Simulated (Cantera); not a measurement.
A Cantera script and its output.

```python
import numpy as np
import cantera as ct

gas = ct.Solution("gri30.yaml")
gas.TPX = 1800, 2666, {'CH4': 0.01, 'H2': 1, 'CO2': 0.0033}
inlet = ct.Reservoir(gas, clone=True)

reactor = ct.IdealGasConstPressureReactor(gas, energy="off", clone=False)
exhaust = ct.Reservoir(gas, clone=True)
tau = [18, 4, 0.89, 0.19, 0.043, 0.0093, 0.002][0]
for a, b in ((inlet, reactor), (reactor, exhaust)):
    ct.MassFlowController(a, b, mdot=lambda t: reactor.mass / tau)
net = ct.ReactorNet([reactor])
show = ['CH4', 'H2', 'CO2', 'CO', 'O']

rows = []
print(f"{'tau/s':>10s}{'T/K':>9s}" + "".join(f"{s:>11s}" for s in show))
for tau in [18, 4, 0.89, 0.19, 0.043, 0.0093, 0.002]:
    net.initial_time = 0.0
    net.advance(30 * tau)
    before = gas.X
    net.advance(40 * tau)
    drift = np.max(np.abs(gas.X - before) / (gas.X + 1e-9))
    rows.append([gas.T, *gas[show].X, drift])
    print(f"{tau:10.3e}{gas.T:9.1f}" + "".join(f"{x:11.3e}" for x in gas[show].X))
```

Result:

```
     tau/s      T/K        CH4         H2        CO2         CO          O
 1.800e+01   1800.0  1.149e-03  9.865e-01  6.433e-06  4.328e-03  4.858e-10
 4.000e+00   1800.0  2.268e-03  9.856e-01  2.132e-05  3.571e-03  6.174e-10
 8.900e-01   1800.0  4.302e-03  9.846e-01  9.018e-05  3.235e-03  5.921e-10
 1.900e-01   1800.0  7.183e-03  9.836e-01  4.267e-04  2.837e-03  4.250e-10
 4.300e-02   1800.0  9.254e-03  9.844e-01  1.642e-03  1.614e-03  1.276e-10
 9.300e-03   1800.0  9.789e-03  9.863e-01  3.057e-03  1.995e-04  5.931e-12
 2.000e-03   1800.0  9.853e-03  9.868e-01  3.247e-03  1.004e-05  3.124e-13
```

Computed with Cantera and GRI-Mech 3.0 (53 species, 325 reactions). GRI-Mech 3.0 stops at C3 and has no aromatics, soot or wall deposition, so with more carbon than oxygen in the feed, carbon stays in small species such as C2H2 where larger ones or solid carbon would form. Radical loss at walls, strong at low pressure, is not modelled.
